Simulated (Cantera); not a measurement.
Cantera run:

```python
import numpy as np
import cantera as ct

gas_names = """
    CL CL2 H HCL H2 Si SiCL SiCL2 SiCL3 SiCL4 SiH SiHCL3 SiH2 SiH2CL2 SiH3 SiH3CL SiH4 Si2 Si3
""".split()
cond_names = """
    Si(cr) Si(L)
""".split()


# ... load() reads the species with a 1 bar reference pressure and builds the phases ...
atoms = {
    'SiHCl3': {'Si': 1, 'H': 1, 'CL': 3},
    'H2': {'H': 2},
}
top_T = {}  # K; cautious upper limits of use, not melting points


# ... equilibrate(T, P, feed) seeds the gas with the atoms and calls Mixture.equilibrate('TP', solver="vcs", rtol=1e-11, max_steps=5000) ...
results = []
feed = {'SiHCl3': 1, 'H2': 490}  # mol
P = 26000  # Pa
for T in [1575, 1600, 1625, 1650, 1675, 1700, 1725, 1750]:
    mix = equilibrate(T, P, feed)
    results.append((T, P, feed, dict(zip(mix.species_names, mix.species_moles))))

top = {s: max(r[3][s] / sum(r[3][g] for g in gas_names) for r in results) for s in gas_names}
cols = sorted((s for s in top if top[s] > 0.001), key=lambda s: -top[s])[:7]
seen = [c for c in cond_names if any(r[3].get(c, 0) > 1e-12 for r in results)]
print("log10 of partial pressures in bar; condensed amounts in mol")
print(f"{'T/K':>10s}" + "".join(f"{s[:9]:>10s}" for s in cols + seen))
for T, P, feed, n in results:
    ng = sum(n[g] for g in gas_names)
    print(f"{T:10.4g}" + "".join(f"{np.log10(max(n[s] / ng * P / 1e5, 1e-99)):10.3f}" for s in cols)
          + "".join(f"{n.get(c, 0):10.4g}" for c in seen))
```

It prints:

```
log10 of partial pressures in bar; condensed amounts in mol
       T/K        H2       HCL    Si(cr)     Si(L)
      1575    -0.588    -2.817    0.9391         0
      1600    -0.588    -2.817    0.9375         0
      1625    -0.588    -2.818    0.9356         0
      1650    -0.588    -2.818    0.9334         0
      1675    -0.588    -2.818    0.9307         0
      1700    -0.588    -2.818         0    0.9288
      1725    -0.588    -2.818         0    0.9283
      1750    -0.588    -2.817         0    0.9269
```

Method: chemical equilibrium by Gibbs-energy minimisation in Cantera with the NASA 1993 tables (ideal gas, pure condensed phases). Gases not in the tables: Si2H6 and higher silanes.
